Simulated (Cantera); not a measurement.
Charge: 1 mol Si, 4.8 mol Br2, 0.37 mol H2, at 498.15 K and 4300 Pa.

Equilibrium computed with Cantera from the NASA thermochemical tables; the gas is ideal and each condensed phase is pure. Candidate condensed phases: Br2, Si; 19 gas species. Rates play no part.

Base state: Br2 0.583, SiBr4 0.240, HBr 0.177 (mole fractions); condensed: gas only.

Q: What changes in the equilibrium state with this change: Br2 from 4.8 to 0.68 mol?

A: 
```tsv
species	before	after
H2	<1e-9	0.518
SiBr4	0.240	0.473
SiHBr3	<1e-9	0.00916
Br2	0.583	<1e-9
HBr	0.177	1.89e-5
SiH2Br2	<1e-9	8.08e-5
Si(s), mol	0	0.658
```

Q: What changes in the equilibrium state with this change: Br2 from 4.8 to 0.53 mol?

A: 
```
species     before    after
----------  ------  -------
H2           <1e-9    0.580
SiBr4        0.240    0.412
SiHBr3       <1e-9  0.00873
Br2          0.583    <1e-9
HBr          0.177  1.93e-5
SiH2Br2      <1e-9  8.44e-5
Si(s), mol       0    0.734
```
